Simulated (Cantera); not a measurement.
Mixture: CO : H2 : O2 : N2 : H2O = 1 : 0.032 : 0.344 : 1.29 : 0.3 (molar parts), at 1000000 Pa, adiabatic and at constant pressure. Ignition delay is the time to a rise of 400 K.

Detailed kinetics in Cantera: GRI-Mech 3.0 (53 species, 325 reactions). The hydrogen kinetics of GRI-Mech 3.0 are dated; newer H2 mechanisms differ, most at raised pressure. Where the delays flatten at high temperature, the 400 K rule measures the pace of heat release, not the induction time.

Problem. Predict: delay at 1273 K; delay at 1473 K; delay at 1673 K; delay at 1873 K.

Solution. delay at 1273 K: 48.9 µs
delay at 1473 K: 8.47 µs
delay at 1673 K: 4.01 µs
delay at 1873 K: 2.70 µs
